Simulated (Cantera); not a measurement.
An adiabatic, constant-pressure homogeneous reactor starts with C3H8 : O2 : N2 = 1 : 5.88 : 22.1 (molar parts), equivalence ratio 0.85, at 1425 K and 0.310 bar. Integrator tolerance rtol = 1e-08.

Cantera simulation using GRI-Mech 3.0 (53 species, 325 reactions); the numbers are that mechanism's predictions, not measurements. GRI-Mech 3.0 was tuned for natural gas; its chemistry of propane as a main component is partial and can be far from experiment.

| quantity | before | after |
|---|---|---|
| time of steepest temperature rise | 0.345 ms | 17.4 ms |
| temperature at 0.300 s | 2599 K | 2509 K |
| equilibrium temperature | 2599 K | 2509 K |
| x(C3H8) at 0.300 s | <1e-12 (gas-phase equilibrium <1e-12) | <1e-12 (gas-phase equilibrium <1e-12) |
| x(O2) at 0.300 s | 0.0381 (gas-phase equilibrium 0.0381) | 0.0356 (gas-phase equilibrium 0.0356) |
| x(CO2) at 0.300 s | 0.0616 (gas-phase equilibrium 0.0616) | 0.0712 (gas-phase equilibrium 0.0712) |
| x(NO) at 0.300 s | 0.0110 (gas-phase equilibrium 0.0110) | 0.00918 (gas-phase equilibrium 0.00918) |
| x(H2O2) at 0.300 s | 1.01e-7 (gas-phase equilibrium 1.01e-7) | 8.63e-8 (gas-phase equilibrium 8.63e-8) |

### Question
Name the change that produced these shifts.
A. initial temperature 1425 to 1175 K
B. initial temperature 1425 to 1625 K
C. initial temperature 1425 to 1375 K
D. N2 22.1 to 33 parts

### Answer
A, initial temperature 1425 to 1175 K
